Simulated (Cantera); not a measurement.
An isothermal, constant-pressure homogeneous reactor starts with 33.6 % CH4, 63.9 % CO2, 2.52 % H2, at 1298 K and 0.987 atm.

Detailed kinetics in Cantera: GRI-Mech 3.0 (53 species, 325 reactions).

x: mole fraction; the columns are a selection and need not sum to one.

```csv
t (s),x CH4,x CO2,x H2,x O2,x C2H6
9.00e-6,0.336,0.639,0.0252,<1e-12,<1e-12
4.93e-5,0.336,0.639,0.0252,<1e-12,1.44e-11
0.000270,0.336,0.639,0.0252,<1e-12,…
0.00148,0.336,0.639,0.0252,<1e-12,…
0.00811,0.336,0.639,0.0252,<1e-12,…
0.0444,0.336,0.639,0.0252,<1e-12,…
0.243,0.335,0.638,0.0254,<1e-12,…
1.33,0.331,0.635,0.0274,<1e-12,…
7.30,0.308,0.611,0.0387,<1e-12,…
40.0,0.215,0.483,0.0550,<1e-12,…
```

**Question.** Some entries are withheld; supply them.

**Answer.** 
- 0.000270, x C2H6: 2.36e-9
- 0.00148, x C2H6: 3.17e-7
- 0.00811, x C2H6: 8.35e-6
- 0.0444, x C2H6: 5.46e-5
- 0.243, x C2H6: 0.000210
- 1.33, x C2H6: 0.000271
- 7.30, x C2H6: 0.000223
- 40.0, x C2H6: 0.000139
